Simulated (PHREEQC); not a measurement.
A solution holds 0.0075 mol HBF4 per kg of water, at 20 °C. Closed to the air; pH follows from the charge balance.

Equilibrium calculation in PHREEQC: ion-association model, phreeqc.dat.

| quantity | before | after |
|---|---|---|
| pH | 2.19 | 2.26 |
| ionic strength (mol/kgw) | 0.00692 | 0.00597 |
| BF4- (mol/kgw) | 0.00581 | 0.00473 |
| HF (mol/kgw) | 0.00473 | 0.00879 |
| H3BO3 (mol/kgw) | 0.00118 | 0.00215 |
| F- (mol/kgw) | 0.000590 | 0.000594 |

Question: Which change was made?
A. diluted 2-fold with water
B. temperature from 20 to 60 °C
C. HBF4 from 0.0075 to 0.0112 mol/kgw
D. temperature from 20 to 5 °C
E. 0.00052 mol/kgw NaHCO3 added

Answer: B, temperature from 20 to 60 °C

Precipitation was switched off in this run. At this temperature some constants are extrapolated from 25 °C, and those without enthalpy data are left unchanged. Real BF4- forms and hydrolyses slowly; the run takes it at equilibrium.
